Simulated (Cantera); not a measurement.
A freely propagating, adiabatic, planar premixed flame of C3H8 : O2 : N2 = 1 : 6.85 : 25.8 (molar parts), equivalence ratio 0.73, unburnt at 525 K and 6230 Torr; mixture-averaged transport, grid criteria slope 0.08 and curve 0.16, no radiation.

Computed with Cantera and GRI-Mech 3.0 (53 species, 325 reactions). GRI-Mech 3.0 was tuned for natural gas; its chemistry of propane as a main component is partial and can be far from experiment. Burning velocities carry a grid error of a few per cent, more on coarse grids.

Question: What does this change do: inlet temperature 525 to 398 K?

Answer: 
| quantity | before | after |
|---|---|---|
| laminar burning velocity | 42.9 cm/s | 23.3 cm/s |
| thermal thickness | 0.0718 mm | 0.0895 mm |
| peak x(HCO) | 1.94e-5 | 1.28e-5 |
| peak x(CH3) | 0.000620 | 0.000467 |
| peak x(C2H) | 2.76e-7 | 1.51e-7 |

Question: What does this change do: inlet temperature 525 to 450 K?

Answer: 
```csv
quantity,before,after
laminar burning velocity,42.9 cm/s,30.2 cm/s
thermal thickness,0.0718 mm,0.0814 mm
peak x(HCO),1.94e-5,1.52e-5
peak x(CH3),0.000620,0.000525
peak x(C2H),2.76e-7,1.94e-7
```

Question: What does this change do: 0.46 parts H2 added?

Answer: 
| quantity | before | after |
|---|---|---|
| laminar burning velocity | 42.9 cm/s | 50.5 cm/s |
| thermal thickness | 0.0718 mm | 0.0648 mm |
| peak x(HCO) | 1.94e-5 | 2.41e-5 |
| peak x(CH3) | 0.000620 | 0.000702 |
| peak x(C2H) | 2.76e-7 | 3.79e-7 |
